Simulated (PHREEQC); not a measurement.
## Polishing slurry liquid (model solution)

Dissolve 6.7 mmol/kgw HNO3, 0.87 mmol/kgw K2SO4 and 40 mmol/kgw H3BO3 at 25 °C. Closed to the air; pH follows from the charge balance.

All values are PHREEQC results (ion-association model, wateq4f.dat), not measurements.

This is a speciation only: nothing precipitates in the calculation.

Estimate the pH.

pH 2.23.

In which forms is S present?

SO4-2 69 %, HSO4- 30 %, KSO4- 0.6 % of the S.
